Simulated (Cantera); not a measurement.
Cantera run:

```python
import numpy as np
import cantera as ct

gas_names = """
    H H2 N NH NH2 NH3 N2 N2H2 N2H4 Si SiH SiH2 SiH3 SiH4 SiN Si2 Si2N Si3
""".split()
cond_names = """
    Si(cr) Si(L) Si3N4(a)
""".split()


# ... load() reads the species with a 1 bar reference pressure and builds the phases ...
atoms = {
    'trisilylamine': {'Si': 3, 'N': 1, 'H': 9},
    'N2': {'N': 2},
}
top_T = {'Si3N4(a)': 2400}  # K; cautious upper limits of use, not melting points


# ... equilibrate(T, P, feed) seeds the gas with the atoms and calls Mixture.equilibrate('TP', solver="vcs", rtol=1e-11, max_steps=5000) ...
results = []
T = 923.15  # K
P = 100000  # Pa
for m in [0.91, 1.3, 1.8, 2.6, 3.7, 5.3, 7.5, 11, 15, 21, 30, 43]:
    feed = {'trisilylamine': 1, 'N2': m}  # mol
    mix = equilibrate(T, P, feed)
    results.append((T, P, feed, dict(zip(mix.species_names, mix.species_moles))))

top = {s: max(r[3][s] / sum(r[3][g] for g in gas_names) for r in results) for s in gas_names}
cols = sorted((s for s in top if top[s] > 1e-06), key=lambda s: -top[s])[:9]
seen = [c for c in cond_names if any(r[3].get(c, 0) > 1e-12 for r in results)]
print("log10 of partial pressures in bar; condensed amounts in mol")
print(f"{'n(N2)':>10s}" + "".join(f"{s[:9]:>10s}" for s in cols + seen))
for T, P, feed, n in results:
    ng = sum(n[g] for g in gas_names)
    print(f"{feed['N2']:10.4g}" + "".join(f"{np.log10(max(n[s] / ng * P / 1e5, 1e-99)):10.3f}" for s in cols)
          + "".join(f"{n.get(c, 0):10.4g}" for c in seen))
```

It prints:

```
log10 of partial pressures in bar; condensed amounts in mol
     n(N2)        H2        N2       NH3    Si(cr)  Si3N4(a)
      0.91    -0.000   -12.410    -9.201     0.885     0.705
       1.3    -0.000   -12.410    -9.201       0.3       0.9
       1.8    -0.028    -1.205    -3.641         0         1
       2.6    -0.095    -0.707    -3.492         0         1
       3.7    -0.173    -0.484    -3.498         0         1
       5.3    -0.266    -0.339    -3.565         0         1
       7.5    -0.368    -0.243    -3.670         0         1
        11    -0.493    -0.168    -3.820         0         1
        15    -0.602    -0.125    -3.962         0         1
        21    -0.727    -0.090    -4.132         0         1
        30    -0.866    -0.064    -4.326         0         1
        43    -1.010    -0.045    -4.533         0         1
```

These are equilibrium values from Cantera (NASA tables, ideal gas, pure condensed phases), not measurements of a reactor. The feed counts by its element totals alone.
